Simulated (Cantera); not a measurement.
Mixture: CH4 : O2 : N2 : CO2 = 1 : 1.67 : 5.33 : 0.23 (molar parts), equivalence ratio 1.2, at 1.01 bar, adiabatic and at constant pressure. Ignition delay is the time to a rise of 400 K.

Computed with Cantera and GRI-Mech 3.0 (53 species, 325 reactions).

Question: What does this change do: N2 5.33 to 12 parts?

Answer: 
```json
[
 {"quantity": "delay at 1150 K", "before": "94.7 ms", "after": "0.202 s"},
 {"quantity": "delay at 1200 K", "before": "45.5 ms", "after": "97.4 ms"},
 {"quantity": "delay at 1250 K", "before": "22.6 ms", "after": "48.6 ms"},
 {"quantity": "delay at 1300 K", "before": "11.7 ms", "after": "25.0 ms"},
 {"quantity": "delay at 1350 K", "before": "6.21 ms", "after": "13.2 ms"},
 {"quantity": "delay at 1400 K", "before": "3.42 ms", "after": "7.10 ms"},
 {"quantity": "apparent activation energy between 1300 and 1400 K", "before": "190 kJ/mol", "after": "190 kJ/mol"}
]
```
